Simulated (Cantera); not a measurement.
A freely propagating, adiabatic, planar premixed flame of 38.7 % H2, 12.9 % O2, 48.4 % N2, unburnt at 475 K and 5.00 bar; multicomponent+Soret transport, grid criteria slope 0.08 and curve 0.16, no radiation.

Detailed kinetics in Cantera: the H2/O2 subset of GRI-Mech 3.0, which has no nitrogen chemistry. The hydrogen kinetics of GRI-Mech 3.0 are dated; newer H2 mechanisms differ, most at raised pressure. Burning velocities carry a grid error of a few per cent, more on coarse grids.

Task: Predict: laminar burning velocity; thermal thickness; peak x(HO2); peak x(H2O2); peak x(OH); peak x(O).

Result: 
- laminar burning velocity: 576 cm/s
- thermal thickness: 0.0492 mm
- peak x(HO2): 0.00109
- peak x(H2O2): 0.000101
- peak x(OH): 0.00956
- peak x(O): 0.00419
